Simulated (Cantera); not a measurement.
## Adiabatic ignition

An adiabatic, constant-pressure homogeneous reactor starts with 11.4 % CO, 0.354 % H2, 1.26 % CH4, 18.3 % O2, 68.7 % N2, equivalence ratio 0.46, at 1025 K and 0.800 bar.

Computed with Cantera and GRI-Mech 3.0 (53 species, 325 reactions).

```tsv
t (s)	T (K)	x CO	x H2	x CH4	x OH	x CH2O	x C2H2	x C2H6
7.00e-6	1025	0.114	0.00354	0.0126	2.13e-11	<1e-12	<1e-12	<1e-12
1.72e-5	1025	0.114	0.00354	0.0126	6.06e-11	<1e-12	<1e-12	<1e-12
4.21e-5	1025	0.114	0.00354	0.0126	1.32e-10	4.97e-12	<1e-12	<1e-12
0.000103	1025	0.114	0.00354	0.0126	2.24e-10	5.58e-11	<1e-12	<1e-12
0.000253	1025	0.114	0.00354	0.0126	3.58e-10	5.35e-10	<1e-12	3.16e-12
0.000622	1025	0.114	0.00354	0.0126	8.43e-10	5.03e-9	<1e-12	1.10e-10
0.00153	1025	0.114	0.00354	0.0126	5.46e-9	7.97e-8	<1e-12	9.80e-9
0.00374	1039	0.114	0.00369	0.0117	1.00e-5	0.000305	8.11e-9	9.03e-5
0.00918	2165	0.00359	0.000149	<1e-12	0.00263	<1e-12	<1e-12	<1e-12
0.0225	2178	0.00238	0.000101	<1e-12	0.00219	<1e-12	<1e-12	<1e-12
0.0552	2177	0.00236	0.000100	<1e-12	0.00218	<1e-12	<1e-12	<1e-12
0.135	2175	0.00233	9.92e-5	<1e-12	0.00216	<1e-12	<1e-12	<1e-12
0.332	2170	0.00227	9.71e-5	<1e-12	0.00212	<1e-12	<1e-12	<1e-12
0.815	2166	0.00221	9.48e-5	<1e-12	0.00207	<1e-12	<1e-12	<1e-12
2.00	2164	0.00219	9.40e-5	<1e-12	0.00205	<1e-12	<1e-12	<1e-12
```
x: mole fraction; the columns are a selection and need not sum to one.

* **time of steepest temperature rise**: 4.89 ms
* **temperature at 2.00 s**: 2164 K
* **equilibrium temperature**: 2164 K
* **x(CO) at 2.00 s**: 0.00219 (gas-phase equilibrium 0.00219)
* **x(H2) at 2.00 s**: 9.40e-5 (gas-phase equilibrium 9.40e-5)
* **x(CH4) at 2.00 s**: <1e-12 (gas-phase equilibrium <1e-12)
